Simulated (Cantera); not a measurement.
## Low-pressure radical oxidation in H2/O2

An isothermal, constant-pressure homogeneous reactor starts with 0.853 % H2, 99.1 % O2, equivalence ratio 0.0043, at 1025 K and 0.0133 bar.

Cantera simulation using the H2/O2 subset of GRI-Mech 3.0, which has no nitrogen chemistry; the numbers are that mechanism's predictions, not measurements. Radical loss at walls, strong at low pressure, is not modelled.

| t (s) | x H2 | x O2 | x H2O2 | x HO2 | x O |
|---|---|---|---|---|---|
| 1.00e-5 | 0.00853 | 0.991 | <1e-12 | 1.60e-12 | <1e-12 |
| 2.61e-5 | 0.00853 | 0.991 | <1e-12 | 4.18e-12 | <1e-12 |
| 6.81e-5 | 0.00853 | 0.991 | <1e-12 | 1.09e-11 | 2.78e-12 |
| 0.000178 | 0.00853 | 0.991 | <1e-12 | 2.86e-11 | 1.47e-11 |
| 0.000464 | 0.00853 | 0.991 | <1e-12 | 7.49e-11 | 6.64e-11 |
| 0.00121 | 0.00853 | 0.991 | <1e-12 | 1.97e-10 | 3.24e-10 |
| 0.00316 | 0.00853 | 0.991 | <1e-12 | 5.46e-10 | 3.06e-9 |
| 0.00825 | 0.00853 | 0.991 | 1.25e-12 | 6.06e-9 | 3.42e-7 |
| 0.0215 | 0.00231 | 0.987 | 1.44e-7 | 3.19e-6 | 0.00390 |
| 0.0562 | 2.92e-5 | 0.987 | 1.69e-8 | 1.48e-6 | 0.00416 |
| 0.147 | 1.23e-5 | 0.989 | 1.58e-8 | 1.02e-6 | 0.00189 |
| 0.383 | 3.41e-6 | 0.991 | 1.41e-8 | 5.43e-7 | 0.000540 |
| 1.00 | 6.66e-7 | 0.991 | 1.05e-8 | 2.18e-7 | 0.000111 |
x: mole fraction; the columns are a selection and need not sum to one.

Equilibrium at this temperature and pressure: H2 1.36e-11, O2 0.991, H2O2 3.79e-12, HO2 4.38e-10, O 2.86e-9 (gas phase only).
